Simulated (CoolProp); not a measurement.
C2F6 (R116) at several states: fugacity coefficient from the reference equation and from simpler models built on Tc = 293.0 K, pc = 3.048 MPa, ω = 0.257; each cubic takes its own stable root.

Values from CoolProp's reference Helmholtz-energy equation of state, Lemmon 2006. It is a short technical equation, of lower accuracy than the large ones.

| T (K) | p (MPa) | phase | reference | van der Waals | Soave-Redlich-Kwong |
|---|---|---|---|---|---|
| 317 | 0.154 | gas | 0.9872 | 0.9876 | 0.9869 |
| 204.9 | 0.778 | liquid | 0.2083 | 0.6836 | 0.2095 |
| 374.7 | 0.0131 | gas | 0.9994 | 0.9993 | 0.9994 |
| 315.2 | 10.1 | supercritical | 0.3943 | 0.4143 | 0.4119 |
